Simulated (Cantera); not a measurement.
A freely propagating, adiabatic, planar premixed flame of CH₄ : O₂ : N₂ : CO₂ = 1 : 2 : 7.52 : 0.1 (molar parts), equivalence ratio 1.0, unburnt at 550 K and 0.681 atm; mixture-averaged transport, grid criteria slope 0.08 and curve 0.16, no radiation.

Detailed kinetics in Cantera: GRI-Mech 3.0 (53 species, 325 reactions). Burning velocities carry a grid error of a few per cent, more on coarse grids.

Question: Predict: laminar burning velocity; thermal thickness; peak x(C₂H₆).

Answer: 
```
Item                        Result
------------------------  --------
laminar burning velocity  115 cm/s
thermal thickness         0.485 mm
peak x(C₂H₆)               0.00106
```
